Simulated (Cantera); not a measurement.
Feed: 1 mol TEOS, 12 mol CO₂, 87 mol H₂, at 427 °C and 1.00 bar.

Method: chemical equilibrium by Gibbs-energy minimisation in Cantera with the NASA 1993 tables (ideal gas, pure condensed phases). Candidate condensed phases: C, C₆H₆, C₇H₈, C₈H₁₈, H₂O, Si, SiC, SiO₂; 123 gas species. The feed counts by its element totals alone. Equilibrium is a limit: real reactors are often held back by kinetics, nucleation or transport.

Base state: H₂ 0.411, H₂O 0.330, CH₄ 0.255, CO₂ 0.00252, CO 0.000333 (mole fractions); condensed: SiO₂(α-quartz).

What changes in the equilibrium state with this change: CO₂ from 12 to 1.1 mol?


| species | before | after |
|---|---|---|
| H₂ | 0.411 | 0.849 |
| CH₄ | 0.255 | 0.104 |
| H₂O | 0.330 | 0.0478 |
| CO₂ | 0.00252 | 1.18e-6 |
| CO | 0.000333 | 2.22e-6 |
| SiO₂(α-quartz), mol | 1.00 | 1.00 |
